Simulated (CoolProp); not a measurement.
Vapour-liquid equilibrium of carbon dioxide (1) + R22 (2) at -26.35 °C; x and y are mole fractions of (1).

Computed with CoolProp (multi-fluid Helmholtz-energy mixture model, Span 1996 and Kamei 1995; pair parameters Bell 2016).

Question: Give the bubble pressure and the first vapour's composition at x = 0.45, 0.65, 0.75. Is there an azeotrope?

Answer: x = 0.45: 0.7590 MPa, y = 0.846; x = 0.65: 1.055 MPa, y = 0.925; x = 0.75: 1.208 MPa, y = 0.952. No azeotrope shows between x = 0.05 and 0.95.

Pair parameters are fitted to limited data, so mixtures are less certain than the pure fluids.
